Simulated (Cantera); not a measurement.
## Thermodynamics of oxide etching and cleaning by halides, feed B2O3 + HF + H2

A closed system holds: 1 mol B2O3, 12 mol HF, 3.4 mol H2, at 1150 °C and 2.90 Pa.

Method: chemical equilibrium by Gibbs-energy minimisation in Cantera with the NASA 1993 tables (ideal gas, pure condensed phases). Candidate condensed phases: B, B2O3, B3O3H3, H2O; 43 gas species. Rates play no part.

The x(HF) is 0.612 and the x(H2) is 0.207. The x(BOF) is 0.118 and the x(H2O) is 0.0579. The x(HBO2) is 0.00366 and the x(H) is 0.000562. The x(BF3) comes out as 0.000551 and the x(B2O3) is 6.83e-6. The x(HBO) is 4.32e-6, the gas amount is 16.40 mol and the log10 activity of B(s) (absent) is -9.07. The log10 activity of B3O3H3(s) (absent) is -27.33.
